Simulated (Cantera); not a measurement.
Chemical vapour transport: MgO + HI + H2

Feed: 1 mol MgO, a varied amount of HI, 0.78 mol H2, at 1423 K and 0.0780 bar.

Cantera equilibrium calculation (NASA polynomials, part measured and part estimated; ideal gas, pure solids and liquids). Candidate condensed phases: H2O, I2, Mg, MgI2, MgO, Mg(OH)2; 20 gas species. The numbers say what is thermodynamically allowed, not how fast it happens.

From 0.093 mol HI to 0.84 mol HI the condensed part is MgO(s). The main Mg-bearing gas is MgI2 throughout. The share of Mg in condensed phases is highest at 0.093 mol HI (99.6 %) and lowest at 0.84 mol HI (97.2 %).

| n(HI) (mol) | log p H2 | log p I | log p HI | log p H2O | log p MgI2 | log p I2 | log p H | log p MgI | n MgO(s) |
|---|---|---|---|---|---|---|---|---|---|
| 0.093 | -1.16 | -2.48 | -2.38 | -3.51 | -3.51 | -4.85 | -5.76 | -5.81 | 0.996 |
| 0.12 | -1.17 | -2.38 | -2.29 | -3.42 | -3.42 | -4.65 | -5.76 | -5.82 | 0.995 |
| 0.14 | -1.18 | -2.32 | -2.23 | -3.37 | -3.37 | -4.54 | -5.77 | -5.82 | 0.995 |
| 0.18 | -1.19 | -2.23 | -2.15 | -3.28 | -3.28 | -4.35 | -5.77 | -5.83 | 0.993 |
| 0.22 | -1.21 | -2.16 | -2.09 | -3.22 | -3.22 | -4.21 | -5.78 | -5.84 | 0.992 |
| 0.28 | -1.23 | -2.08 | -2.02 | -3.15 | -3.15 | -4.05 | -5.79 | -5.85 | 0.990 |
| 0.35 | -1.26 | -2.01 | -1.96 | -3.09 | -3.09 | -3.91 | -5.81 | -5.86 | 0.987 |
| 0.43 | -1.28 | -1.95 | -1.91 | -3.04 | -3.04 | -3.79 | -5.82 | -5.87 | 0.985 |
| 0.54 | -1.31 | -1.89 | -1.86 | -2.99 | -3.00 | -3.66 | -5.83 | -5.89 | 0.981 |
| 0.67 | -1.34 | -1.83 | -1.82 | -2.96 | -2.96 | -3.55 | -5.85 | -5.90 | 0.977 |
| 0.84 | -1.37 | -1.78 | -1.79 | -2.92 | -2.92 | -3.45 | -5.86 | -5.92 | 0.972 |
log p: log10 of the partial pressure in bar; n: condensed amount in mol.
